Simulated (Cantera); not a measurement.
A perfectly stirred reactor is fed with CH4 : H2O : H2 = 1 : 0.38 : 0.062 (molar parts), at 3750 Torr; it is held at 2175 K, and followed from long to short residence time.

Model: GRI-Mech 3.0 (53 species, 325 reactions), integrated in Cantera. GRI-Mech 3.0 stops at C3 and has no aromatics, soot or wall deposition, so with more carbon than oxygen in the feed, carbon stays in small species such as C2H2 where larger ones or solid carbon would form.

```tsv
quantity	before	after
x(CH4) at τ = 5.60 s	0.00622	3.00e-5
x(H2O) at τ = 5.60 s	5.55e-5	0.242
x(H2) at τ = 5.60 s	0.749	0.573
x(H) at τ = 5.60 s	0.00190	0.00166
x(CO2) at τ = 5.60 s	1.92e-6	0.0138
x(CH4) at τ = 0.150 s	0.00762	0.00101
x(H2O) at τ = 0.150 s	0.00188	0.244
x(H2) at τ = 0.150 s	0.746	0.571
x(H) at τ = 0.150 s	0.00190	0.00164
x(CO2) at τ = 0.150 s	6.47e-5	0.0138
```

Name the change that produced these shifts.
A) H2O 0.38 to 2.4 parts
B) CH4 1 to 5.5 parts
C) temperature 2175 to 1498 K
D) temperature 2175 to 1298 K

A, H2O 0.38 to 2.4 parts
